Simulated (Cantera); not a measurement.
What does this Cantera script print?

```python
import numpy as np
import cantera as ct

gas_names = """
    B BH BH2 BH3 BN BO BO2 B2 B2O B2O2 B2O3 B3O3H3 H HBO HBO2 HNO HNO2 HNO3 HO2 H2 H2O H2O2 H3B3O6 N NH
    NH2 NH3 NH2OH NO NO2 NO3 N2 N2H2 N2H4 N2O O OH O2 O3
""".split()
cond_names = """
    B(b) B(L) BN(s) B2O3(L) B3O3H3(cr) H2O(s) H2O(L)
""".split()


# ... load() reads the species with a 1 bar reference pressure and builds the phases ...
atoms = {
    'borazine': {'B': 3, 'N': 3, 'H': 6},
    'H2O': {'H': 2, 'O': 1},
    'N2': {'N': 2},
}
top_T = {'BN(s)': 3200}  # K; cautious upper limits of use, not melting points


# ... equilibrate(T, P, feed) seeds the gas with the atoms and calls Mixture.equilibrate('TP', solver="vcs", rtol=1e-11, max_steps=5000) ...
results = []
P = 140  # Pa
for T in [1423, 1498, 1573, 1648, 1723, 1798, 1873, 1948, 2023, 2098, 2173]:
    for m in [14, 17, 20, 25, 30, 37, 45, 55]:
        feed = {'borazine': 1, 'H2O': 0.34, 'N2': m}  # mol
        mix = equilibrate(T, P, feed)
        results.append((T, P, feed, dict(zip(mix.species_names, mix.species_moles))))

for T, P, feed, n in results:
    print(f"{T:7g} {feed['N2']:10.4g}  " + (" + ".join(c for c in cond_names if n.get(c, 0) > 1e-12) or "gas only"))
```

It prints:

```
   1423         14  BN(s) + B2O3(L)
   1423         17  BN(s)
   1423         20  BN(s)
   1423         25  BN(s)
   1423         30  BN(s)
   1423         37  BN(s)
   1423         45  BN(s)
   1423         55  BN(s)
   1498         14  BN(s)
   1498         17  BN(s)
   1498         20  BN(s)
   1498         25  BN(s)
   1498         30  BN(s)
   1498         37  BN(s)
   1498         45  BN(s)
   1498         55  BN(s)
   1573         14  BN(s)
   1573         17  BN(s)
   1573         20  BN(s)
   1573         25  BN(s)
   1573         30  BN(s)
   1573         37  BN(s)
   1573         45  BN(s)
   1573         55  BN(s)
   1648         14  BN(s)
   1648         17  BN(s)
   1648         20  BN(s)
   1648         25  BN(s)
   1648         30  BN(s)
   1648         37  BN(s)
   1648         45  BN(s)
   1648         55  BN(s)
   1723         14  BN(s)
   1723         17  BN(s)
   1723         20  BN(s)
   1723         25  BN(s)
   1723         30  BN(s)
   1723         37  BN(s)
   1723         45  BN(s)
   1723         55  BN(s)
   1798         14  BN(s)
   1798         17  BN(s)
   1798         20  BN(s)
   1798         25  BN(s)
   1798         30  BN(s)
   1798         37  BN(s)
   1798         45  BN(s)
   1798         55  BN(s)
   1873         14  BN(s)
   1873         17  BN(s)
   1873         20  BN(s)
   1873         25  BN(s)
   1873         30  BN(s)
   1873         37  BN(s)
   1873         45  BN(s)
   1873         55  BN(s)
   1948         14  BN(s)
   1948         17  BN(s)
   1948         20  BN(s)
   1948         25  BN(s)
   1948         30  BN(s)
   1948         37  BN(s)
   1948         45  BN(s)
   1948         55  BN(s)
   2023         14  BN(s)
   2023         17  BN(s)
   2023         20  BN(s)
   2023         25  BN(s)
   2023         30  BN(s)
   2023         37  BN(s)
   2023         45  BN(s)
   2023         55  BN(s)
   2098         14  BN(s)
   2098         17  BN(s)
   2098         20  BN(s)
   2098         25  BN(s)
   2098         30  BN(s)
   2098         37  BN(s)
   2098         45  BN(s)
   2098         55  BN(s)
   2173         14  B(b)
   2173         17  B(b)
   2173         20  B(b)
   2173         25  B(b)
   2173         30  B(b)
   2173         37  B(b)
   2173         45  BN(s)
   2173         55  BN(s)
```

These are equilibrium values from Cantera (NASA tables, ideal gas, pure condensed phases), not measurements of a reactor. The feed counts by its element totals alone. Mutual solubility and eutectic melting of coexisting phases are not modelled. Gases not in the tables: H3BO3.
